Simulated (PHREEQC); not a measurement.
Dissolve 1.5 mol MgCl2 per kg of water at 80 °C. Closed to the air; pH follows from the charge balance.

Model: Pitzer model, pitzer.dat, run in PHREEQC.

This is a speciation only: nothing precipitates in the calculation.

Task: Predict the activity of water.

Result: activity of water 0.909.

Species that the database lacks are ignored. Constants without temperature data keep their 25 °C values here.
